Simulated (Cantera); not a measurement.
A perfectly stirred reactor is fed with 5.00 % CH4, 20.0 % O2, 75.0 % N2, at 2550 Torr; it is adiabatic with a 625 K inlet, and is followed from long to short residence time, starting on the burning branch (τ in s: 0.032, 0.01, 0.0033, 0.001, 0.00033, 0.0001, 3.3e-05, 1e-05, 3.3e-06).

Cantera simulation using GRI-Mech 3.0 (53 species, 325 reactions); the numbers are that mechanism's predictions, not measurements.

x: mole fraction; the columns are a selection and need not sum to one.

| τ (s) | T (K) | x CH4 | x O2 | x H | x HCN | x OH | x CH2O |
|---|---|---|---|---|---|---|---|
| 0.032 | 1741 | 1.74e-5 | 0.1000 | 3.50e-6 | 3.91e-9 | 0.000618 | 1.73e-6 |
| 0.010 | 1736 | 3.79e-5 | 0.100 | 1.01e-5 | 5.85e-9 | 0.000852 | 3.99e-6 |
| 0.0033 | 1727 | 7.96e-5 | 0.100 | 2.81e-5 | 8.61e-9 | 0.00115 | 8.84e-6 |
| 0.0010 | 1707 | [?] | 0.101 | [?] | [?] | [?] | [?] |
| 0.00033 | 1663 | 0.000457 | 0.104 | 0.000194 | 2.42e-8 | 0.00174 | 5.22e-5 |
| 0.00010 | 625 | 0.0500 | 0.200 | <1e-12 | <1e-12 | <1e-12 | <1e-12 |
| 3.3e-5 | 625 | 0.0500 | 0.200 | <1e-12 | <1e-12 | <1e-12 | <1e-12 |
| 1.0e-5 | 625 | 0.0500 | 0.200 | <1e-12 | <1e-12 | <1e-12 | <1e-12 |
| 3.3e-6 | 625 | 0.0500 | 0.200 | <1e-12 | <1e-12 | <1e-12 | <1e-12 |

Fill in the missing entries.


- 0.0010, x CH4: 0.000183
- 0.0010, x H: 8.17e-5
- 0.0010, x HCN: 1.37e-8
- 0.0010, x OH: 0.00152
- 0.0010, x CH2O: 2.12e-5
